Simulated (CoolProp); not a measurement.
Vapour-liquid equilibrium of R22 (1) + R134a (2) at 1.69 MPa; x and y are mole fractions of (1).

The numbers come from the multi-fluid Helmholtz-energy mixture model, Kamei 1995 and Tillner-Roth 1994; pair parameters Bell 2016 in CoolProp.

```json
[
 {"x": "0.05", "bubble temperature (K)": "332.2", "y at the bubble point": "0.066", "dew temperature at overall composition x (K)": "332.5", "liquid density (mol/L)": "[?]"},
 {"x": "0.2", "bubble temperature (K)": "329.1", "y at the bubble point": "0.251", "dew temperature at overall composition x (K)": "329.9", "liquid density (mol/L)": "10.77"},
 {"x": "0.35", "bubble temperature (K)": "326.3", "y at the bubble point": "0.416", "dew temperature at overall composition x (K)": "[?]", "liquid density (mol/L)": "11.12"},
 {"x": "0.5", "bubble temperature (K)": "323.8", "y at the bubble point": "0.565", "dew temperature at overall composition x (K)": "[?]", "liquid density (mol/L)": "11.49"},
 {"x": "0.65", "bubble temperature (K)": "321.6", "y at the bubble point": "0.704", "dew temperature at overall composition x (K)": "322.4", "liquid density (mol/L)": "11.87"},
 {"x": "0.8", "bubble temperature (K)": "319.6", "y at the bubble point": "0.834", "dew temperature at overall composition x (K)": "[?]", "liquid density (mol/L)": "12.27"},
 {"x": "0.95", "bubble temperature (K)": "[?]", "y at the bubble point": "0.959", "dew temperature at overall composition x (K)": "[?]", "liquid density (mol/L)": "12.70"}
]
```

### Question
What belongs in the gaps?

### Answer

- 0.05, liquid density (mol/L): 10.42
- 0.35, dew temperature at overall composition x (K): 327.4
- 0.5, dew temperature at overall composition x (K): 324.9
- 0.8, dew temperature at overall composition x (K): 320.1
- 0.95, bubble temperature (K): 317.8
- 0.95, dew temperature at overall composition x (K): 317.9

No azeotrope shows between x = 0.05 and 0.95.

Pair parameters are fitted to limited data, so mixtures are less certain than the pure fluids.
